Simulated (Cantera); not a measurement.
Hydrogen reduction and annealing atmospheres: V2O3 + H2 + H2O

Input: 1 mol V2O3, 850 mol H2, 3.7 mol H2O, at 13.3 mbar.

Method: chemical equilibrium by Gibbs-energy minimisation in Cantera with the NASA 1993 tables (ideal gas, pure condensed phases). Candidate condensed phases: H2O, V, VO, V2O3, V2O4, V2O5; 12 gas species. VO: taken at fixed stoichiometry. Condensed phases not in the tables: the oxides between V2O3 and V2O5 other than VO2. Equilibrium is a limit: real reactors are often held back by kinetics, nucleation or transport.

```
T (°C)  log p H2  log p H2O  log p H  log p VO2  log p VO  n V2O3(s)  n VO(s)
------  --------  ---------  -------  ---------  --------  ---------  -------
825        -1.88      -4.24    -8.55       <-13      <-13       1.00        0
925        -1.88      -4.24    -7.66     -13.58      <-13       1.00        0
1025       -1.88      -4.24    -6.91     -11.97    -13.49       1.00        0
1125       -1.88      -4.24    -6.26     -10.59    -11.80      1.000        0
1225       -1.88      -4.24    -5.70      -9.40    -10.34      1.000        0
1325       -1.88      -4.13    -5.21      -8.33     -9.14          0     2.00
1425       -1.88      -4.13    -4.78      -7.52     -8.13          0     2.00
1525       -1.88      -4.14    -4.39      -6.81     -7.23          0     1.99
```
log p: log10 of the partial pressure in bar; n: condensed amount in mol.

From 825 °C to 1225 °C the condensed part is V2O3(s). From 1325 °C to 1525 °C the condensed part is VO(s).
